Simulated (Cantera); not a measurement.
A Cantera script and what it prints.

```python
import numpy as np
import cantera as ct

gas_names = [...]  # 136 gases of nasa_gas.yaml made of C, H, N, O
cond_names = """
    C(gr) C6H6(L) C7H8(L) C8H18(L),n-octa H2O(s) H2O(L)
""".split()


# ... load() reads the species with a 1 bar reference pressure and builds the phases ...
atoms = {
    'toluene': {'C': 7, 'H': 8},
    'H2O': {'H': 2, 'O': 1},
    'N2': {'N': 2},
}
top_T = {'C(gr)': 4500}  # K; cautious upper limits of use, not melting points


# ... equilibrate(T, P, feed) seeds the gas with the atoms and calls Mixture.equilibrate('TP', solver="vcs", rtol=1e-11, max_steps=5000) ...
results = []
feed = {'toluene': 1, 'H2O': 2.2, 'N2': 19}  # mol
P = 133.322  # Pa
for T in [623, 673, 723, 773, 823, 873, 923, 973, 1023, 1073, 1123, 1173, 1223, 1273]:
    mix = equilibrate(T, P, feed)
    results.append((T, P, feed, dict(zip(mix.species_names, mix.species_moles))))

top = {s: max(r[3][s] / sum(r[3][g] for g in gas_names) for r in results) for s in gas_names}
cols = sorted((s for s in top if top[s] > 0.0001), key=lambda s: -top[s])[:7]
seen = [c for c in cond_names if any(r[3].get(c, 0) > 1e-12 for r in results)]
print("log10 of partial pressures in bar; condensed amounts in mol")
print(f"{'T/K':>10s}" + "".join(f"{s[:9]:>10s}" for s in cols + seen))
for T, P, feed, n in results:
    ng = sum(n[g] for g in gas_names)
    print(f"{T:10.4g}" + "".join(f"{np.log10(max(n[s] / ng * P / 1e5, 1e-99)):10.3f}" for s in cols)
          + "".join(f"{n.get(c, 0):10.4g}" for c in seen))
```

Output:

```
log10 of partial pressures in bar; condensed amounts in mol
       T/K        N2        H2        CO       CO2       H2O       CH4     C(gr)
       623    -3.012    -3.555    -4.837    -4.472    -4.516    -5.403     5.979
       673    -3.021    -3.531    -4.354    -4.585    -4.849    -5.879     5.574
       723    -3.029    -3.524    -4.085    -4.976    -5.298    -6.320     5.107
       773    -3.033    -3.522    -3.996    -5.604    -5.839    -6.718     4.877
       823    -3.034    -3.521    -3.976    -6.272    -6.375    -7.072     4.818
       873    -3.034    -3.521    -3.972    -6.889    -6.864    -7.389     4.805
       923    -3.034    -3.521    -3.971    -7.443    -7.303    -7.674     4.801
       973    -3.034    -3.521    -3.971    -7.940    -7.697    -7.932       4.8
      1023    -3.034    -3.520    -3.970    -8.387    -8.054    -8.166       4.8
      1073    -3.034    -3.520    -3.970    -8.792    -8.377    -8.379       4.8
      1123    -3.034    -3.520    -3.970    -9.160    -8.671    -8.573       4.8
      1173    -3.034    -3.520    -3.970    -9.495    -8.941    -8.752     4.799
      1223    -3.034    -3.521    -3.970    -9.802    -9.188    -8.916     4.799
      1273    -3.034    -3.521    -3.970   -10.084    -9.416    -9.068     4.798
```

These are equilibrium values from Cantera (NASA tables, ideal gas, pure condensed phases), not measurements of a reactor.
